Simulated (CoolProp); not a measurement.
A Linde-Hampson liquefier for dry air: isothermal reversible compression at 230 K from 1 atm to 10 MPa, throttling to 1 atm, return gas leaving the recuperator 5 K below the feed. Each further row changes one setting.

Computed with CoolProp (reference Helmholtz-energy equation of state, Lemmon 2000). It is a pseudo-pure fit of the blend.

```
case                        liquid yield per pass  compression work (kJ/kg of gas)
--------------------------  ---------------------  -------------------------------
as stated                                   0.090                              295
high pressure 20 MPa                        0.162                              337
warm-end temperature 260 K                  0.060                              338
warm-end gap 10 K                           0.077                              295
```
